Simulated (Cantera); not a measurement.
A closed system holds: 1 mol Si₃N₄, 8.7 mol O₂, at 78000 Pa.

Cantera equilibrium calculation (NASA polynomials, part measured and part estimated; ideal gas, pure solids and liquids). Candidate condensed phases: Si, SiO₂, Si₂N₂O, Si₃N₄; 16 gas species. Equilibrium is a limit: real reactors are often held back by kinetics, nucleation or transport. All values below are at 1025 K.

Base state: O₂ 0.740, N₂ 0.260, NO 4.41e-5 (mole fractions); condensed: SiO₂(β-quartz).

**Question.** What changes in the equilibrium state with this change: Si₃N₄ replaced by AlN?

**Answer.** 
```
species               before    after
-------------------  -------  -------
O₂                     0.740    0.941
N₂                     0.260   0.0592
NO                   4.41e-5  2.37e-5
SiO₂(β-quartz), mol     3.00        0
Al₂O₃(s), mol              0    0.500
```
Further candidate phases: Al, AlN, Al₂O₃.
